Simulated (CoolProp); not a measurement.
Values from CoolProp's reference Helmholtz-energy equation of state, Gao 2022.

### Question
Give the vapour pressure (kPa), liquid density (kg/m³), liquid cp (kJ/(kg K)) of saturated n-perfluoropentane at 257.8 K.

### Answer
```tsv
T (K)	p (kPa)	liquid density (kg/m³)	liquid cp (kJ/(kg K))
257.8	13.8	1730	0.969
```
